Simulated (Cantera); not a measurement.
**Thermodynamics of halide evaporation, hydrolysis and transport, feed NaCl + H₂ + N₂**

A closed system holds: 1 mol NaCl, 17 mol H₂, 6.2 mol N₂, held at 577 °C.

These are equilibrium values from Cantera (NASA tables, ideal gas, pure condensed phases), not measurements of a reactor. Candidate condensed phases: NH₄Cl, Na, NaCl; 17 gas species. Kinetics and transport are ignored.

| P (Pa) | log p H₂ | log p N₂ | log p NaCl | log p Na₂Cl₂ | log p NH₃ | n NaCl(s) |
|---|---|---|---|---|---|---|
| 0.100 | -6.15 | -6.59 | -7.40 | -9.16 | -15.26 | 0 |
| 0.460 | -5.49 | -5.93 | -6.78 | -7.92 | -13.93 | 0 |
| 2.20 | -4.81 | -5.25 | -6.22 | -6.81 | -12.57 | 0.00381 |
| 10 | -4.14 | -4.58 | -6.22 | -6.81 | -11.23 | 0.787 |
| 46 | -3.47 | -3.91 | -6.22 | -6.81 | -9.90 | 0.954 |
| 220 | -2.79 | -3.23 | -6.22 | -6.81 | -8.54 | 0.990 |
| 1000 | -2.14 | -2.57 | -6.22 | -6.81 | -7.22 | 0.998 |
| 4600 | -1.47 | -1.91 | -6.22 | -6.81 | -5.89 | 1.000 |
| 22000 | -0.79 | -1.23 | -6.22 | -6.81 | -4.54 | 1.000 |
| 100000 | -0.14 | -0.57 | -6.22 | -6.81 | -3.22 | 1.000 |
log p: log10 of the partial pressure in bar; n: condensed amount in mol.

From 0.100 Pa to 0.460 Pa nothing is condensed. From 2.20 Pa to 1.00 bar the condensed part is NaCl(s). The main Na-bearing gas is NaCl throughout.
